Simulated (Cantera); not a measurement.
Input: 1 mol CuO, 1.6 mol C, 2.2 mol CO, 3.7 mol CH4, equilibrated at 1625 K and 1200 Pa.

Cantera equilibrium calculation (NASA polynomials, part measured and part estimated; ideal gas, pure solids and liquids). Candidate condensed phases: C, C6H6, C7H8, C8H18, Cu, CuO, Cu(OH)2, Cu2O, H2O; 113 gas species. Equilibrium is a limit: real reactors are often held back by kinetics, nucleation or transport.

Base state: H2 0.694, CO 0.300, Cu 0.00476, H 0.000537, C2H2 (acetylene) 2.47e-5 (mole fractions); condensed: C(graphite) + Cu(l).

Task: What changes in the equilibrium state with this change: pressure from 1200 Pa to 5800 Pa?

Result: 
```tsv
species	before	after
H2	0.694	0.697
CO	0.300	0.302
Cu	0.00476	0.000985
CH4	8.51e-6	4.15e-5
H	0.000537	0.000245
C(graphite), mol	4.30	4.30
Cu(l), mol	0.949	0.990
```

Task: What changes in the equilibrium state with this change: temperature from 1625 K to 2573 K?

Result: 
```
species             before     after
----------------  --------  --------
H2                   0.694     0.457
CO                   0.300     0.247
H                 0.000537     0.212
Cu                 0.00476    0.0770
C2H                  <1e-9  0.000258
C3                   <1e-9  0.000125
C(graphite), mol      4.30      4.11
Cu(l), mol           0.949         0
```

Task: What changes in the equilibrium state with this change: pressure from 1200 Pa to 140000 Pa?

Result: 
```json
[
 {"species": "H2", "before": "0.694", "after": "0.697"},
 {"species": "CO", "before": "0.300", "after": "0.302"},
 {"species": "CH4", "before": "8.51e-6", "after": "0.000999"},
 {"species": "Cu", "before": "0.00476", "after": "4.08e-5"},
 {"species": "CO2", "before": "2.61e-7", "after": "3.07e-5"},
 {"species": "H2O", "before": "1.87e-6", "after": "0.000220"},
 {"species": "H", "before": "0.000537", "after": "4.98e-5"},
 {"species": "C(graphite), mol", "before": "4.30", "after": "4.29"},
 {"species": "Cu(l), mol", "before": "0.949", "after": "1.000"}
]
```
